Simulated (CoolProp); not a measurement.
A single-stage vapour-compression cycle with R21: evaporating at 276.15 K (dew point), condensing at 344.15 K (bubble point), superheat 5 K, subcooling 2 K, compressor efficiency 0.65, no pressure losses. Each further row changes one setting.

Computed with CoolProp (reference Helmholtz-energy equation of state, Platzer 1990). This equation is an older, rougher fit; its heat capacities, sound speeds and derivatives of the liquid may be far off and weren't checked against measurements.

| case | cooling COP | pressure ratio | discharge temperature (K) | refrigerating effect (kJ/kg) | volumetric capacity (kJ/m³) |
|---|---|---|---|---|---|
| as stated | 2.10 | 8.60 | 418.7 | 175 | 636 |
| evaporating temperature 281.15 K | 2.36 | 7.05 | 411.5 | 177 | 777 |
| condensing temperature 339.15 K | 2.32 | 7.59 | 410.2 | 180 | 656 |
| subcooling 7 K | 2.17 | 8.60 | 418.7 | 180 | 656 |
| superheat 15 K | 2.10 | 8.60 | 431.1 | 181 | 633 |
| compressor efficiency 0.55 | 1.78 | 8.60 | 438.9 | 175 | 636 |
